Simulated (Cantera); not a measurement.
A closed system holds: 1 mol Si2H6, 25 mol O2, 9.3 mol H2, held at 1277 °C and 7.50 Torr.

Equilibrium computed with Cantera from the NASA thermochemical tables; the gas is ideal and each condensed phase is pure. Candidate condensed phases: H2O, Si, SiO2; 18 gas species. The feed counts by its element totals alone. The tables hold silica as quartz up to 1696 K and as liquid above; real silica turns to tridymite and cristobalite and melts near 1996 K. The numbers say what is thermodynamically allowed, not how fast it happens.

Question: What is the equilibrium state?

Answer: 
```
Property                              Value
--------------------------------  ---------
x(O2)                                 0.578
x(H2O)                                0.421
x(OH)                              0.000997
x(O)                                5.95e-5
x(H2)                               2.00e-5
x(H)                                1.41e-6
n(SiO2(β-quartz))                  2.00 mol
gas amount                        29.16 mol
log10 activity of Si(s) (absent)     -19.16
```
